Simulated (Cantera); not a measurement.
**Premixed flame**

A freely propagating, adiabatic, planar premixed flame of 9.15 % CH4, 19.5 % O2, 71.4 % N2, equivalence ratio 0.94, unburnt at 350 K and 0.118 atm; mixture-averaged transport, grid criteria slope 0.08 and curve 0.16, no radiation.

Computed with Cantera and GRI-Mech 3.0 (53 species, 325 reactions). Burning velocities carry a grid error of a few per cent, more on coarse grids.

| z (mm) | T (K) | u (m/s) | x CH4 | x O2 | x NO2 | x CH2 | x CH2O | x HO2 |
|---|---|---|---|---|---|---|---|---|
| -7.43 | 350 | 0.790 | 0.0915 | 0.195 | <1e-8 | <1e-8 | <1e-8 | <1e-8 |
| -4.95 | 350 | 0.791 | 0.0914 | 0.195 | <1e-8 | <1e-8 | 4.77e-8 | 1.78e-7 |
| -3.71 | 352 | 0.796 | 0.0911 | 0.194 | <1e-8 | <1e-8 | 7.20e-7 | 1.98e-6 |
| -2.48 | 382 | 0.870 | 0.0891 | 0.192 | <1e-8 | <1e-8 | 1.79e-5 | 3.71e-5 |
| -1.24 | 759 | 1.76 | 0.0676 | 0.165 | <1e-8 | 3.52e-7 | 0.000261 | 4.58e-5 |
| -0.619 | 1182 | 2.77 | 0.0385 | 0.125 | <1e-8 | 9.89e-6 | 0.000747 | 9.72e-5 |
| 0 | 1576 | 3.73 | 0.0102 | 0.0774 | <1e-8 | 4.25e-5 | 0.000705 | 0.000102 |
| 0.619 | 1733 | 4.11 | 0.000993 | 0.0486 | <1e-8 | 1.17e-5 | 0.000138 | 1.51e-5 |
| 1.24 | 1766 | 4.17 | 5.07e-5 | 0.0378 | <1e-8 | 6.99e-7 | 8.32e-6 | 2.39e-6 |
| 2.48 | 1791 | 4.21 | 2.00e-7 | 0.0322 | <1e-8 | <1e-8 | 3.41e-8 | 1.55e-6 |
| 4.95 | 1820 | 4.26 | <1e-8 | 0.0299 | <1e-8 | <1e-8 | <1e-8 | 1.38e-6 |
| 9.91 | 1859 | 4.34 | <1e-8 | 0.0285 | <1e-8 | <1e-8 | <1e-8 | 1.23e-6 |
| 19.8 | 1916 | 4.46 | <1e-8 | 0.0268 | <1e-8 | <1e-8 | <1e-8 | 1.05e-6 |
x: mole fraction of selected species; z is measured from the peak of heat release.

The laminar burning velocity comes out as 79.0 cm/s and the thermal thickness is 2.48 mm. The peak x(CH2) is 4.25e-5. The peak x(CH2O) is 0.000876, the peak x(HO2) is 0.000131 and the grid points comes out as 161.
